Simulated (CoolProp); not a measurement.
Vapour-liquid equilibrium of CH2F2 (R32) (1) + fluoroethane (R161) (2) at 11.9 bar; x and y are mole fractions of (1).

Computed with CoolProp (multi-fluid Helmholtz-energy mixture model, Tillner-Roth 1997 and Wu 2012; pair parameters Bell 2016).

| x | bubble temperature, mixture model (°C) | bubble temperature, Raoult's law (°C) | y, mixture model | y, Raoult's law |
|---|---|---|---|---|
| 0.05 | 32.7 | 33.0 | 0.084 | 0.087 |
| 0.15 | 29.4 | 30.1 | 0.231 | 0.243 |
| 0.25 | 26.6 | 27.4 | 0.357 | 0.378 |
| 0.35 | 24.1 | 24.9 | 0.467 | 0.496 |
| 0.45 | 21.9 | 22.6 | 0.566 | 0.600 |
| 0.55 | 19.9 | 20.5 | 0.656 | 0.691 |
| 0.65 | 18.0 | 18.5 | 0.741 | 0.773 |
| 0.75 | 16.3 | 16.7 | 0.820 | 0.846 |
| 0.85 | 14.7 | 14.9 | 0.895 | 0.912 |
| 0.95 | 13.2 | 13.3 | 0.966 | 0.972 |

The largest gap from Raoult's law is -0.8 K in bubble temperature, at x = 0.35. No azeotrope shows between x = 0.05 and 0.95.

Pair parameters are fitted to limited data, so mixtures are less certain than the pure fluids.
